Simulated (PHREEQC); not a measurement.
Make-up at 10 °C: 12 mmol/kgw HF and 1.7 mmol/kgw NH4F. Closed to the air; pH follows from the charge balance.

Model: ion-association model, wateq4f.dat, run in PHREEQC.

| quantity | before | after |
|---|---|---|
| pH | 2.67 | 3.98 |
| ionic strength (mol/kgw) | 0.00398 | 0.000122 |
| HF (mol/kgw) | 0.00891 | 1.45e-5 |
| F- (mol/kgw) | 0.00386 | 0.000122 |
| HF2- (mol/kgw) | 0.000114 | 5.91e-9 |
| NH3 (mol/kgw) | 1.39e-10 | 3.00e-11 |

Problem. Name the change that produced these shifts.
(A) HF from 0.012 to 0.018 mol/kgw
(B) 0.015 mol/kgw NaCl added
(C) NH4F from 0.0017 to 0.0085 mol/kgw
(D) HF left out
(E) diluted 100-fold with water

Solution. E, diluted 100-fold with water

Precipitation was switched off in this run. wateq4f.dat counts part of the HF as a dimer, H2F2, which phreeqc.dat doesn't know; its constant is uncertain. Away from 25 °C the constants follow the database's enthalpies or fits; those with neither stay at their 25 °C values.
